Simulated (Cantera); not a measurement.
**HMDSO + O₃ + H₂ (silicon oxide and oxynitride deposition)**

Input: 1 mol HMDSO, a varied amount of O₃, 46 mol H₂, equilibrated at 450 °C and 930 Pa.

Method: chemical equilibrium by Gibbs-energy minimisation in Cantera with the NASA 1993 tables (ideal gas, pure condensed phases). Candidate condensed phases: C, C₆H₆, C₇H₈, C₈H₁₈, H₂O, Si, SiC, SiO₂; 123 gas species. The feed counts by its element totals alone. Kinetics and transport are ignored.

From 0.56 mol O₃ to 0.91 mol O₃ the condensed part is C(graphite) + SiC(s) + SiO₂(α-quartz). From 1.2 mol O₃ to 3.9 mol O₃ the condensed part is C(graphite) + SiO₂(α-quartz). From 5 mol O₃ to 8.1 mol O₃ the condensed part is SiO₂(α-quartz).

| n(O₃) (mol) | x H₂ | x H₂O | x CO₂ | x CH₄ | x CO | n C(graphite) | n SiC(s) | n SiO₂(α-quartz) |
|---|---|---|---|---|---|---|---|---|
| 0.56 | 0.955 | 1.86e-11 | <1e-12 | 0.0451 | 1.03e-11 | 2.97 | 0.660 | 1.34 |
| 0.71 | 0.955 | 1.86e-11 | <1e-12 | 0.0451 | 1.03e-11 | 3.19 | 0.435 | 1.56 |
| 0.91 | 0.955 | 1.86e-11 | <1e-12 | 0.0451 | 1.03e-11 | 3.49 | 0.135 | 1.86 |
| 1.2 | 0.945 | 0.00699 | 0.000221 | 0.0442 | 0.00391 | 3.45 | 0 | 2.00 |
| 1.5 | 0.930 | 0.0164 | 0.00125 | 0.0428 | 0.00929 | 3.16 | 0 | 2.00 |
| 1.9 | 0.912 | 0.0272 | 0.00360 | 0.0412 | 0.0158 | 2.74 | 0 | 2.00 |
| 2.4 | 0.891 | 0.0388 | 0.00764 | 0.0393 | 0.0230 | 2.19 | 0 | 2.00 |
| 3.1 | 0.864 | 0.0521 | 0.0147 | 0.0370 | 0.0319 | 1.36 | 0 | 2.00 |
| 3.9 | 0.836 | 0.0645 | 0.0241 | 0.0346 | 0.0408 | 0.362 | 0 | 2.00 |
| 5 | 0.807 | 0.0899 | 0.0366 | 0.0235 | 0.0429 | 0 | 0 | 2.00 |
| 6.4 | 0.766 | 0.133 | 0.0505 | 0.0121 | 0.0381 | 0 | 0 | 2.00 |
| 8.1 | 0.706 | 0.195 | 0.0639 | 0.00514 | 0.0303 | 0 | 0 | 2.00 |
x: gas mole fraction; n: condensed amount in mol.
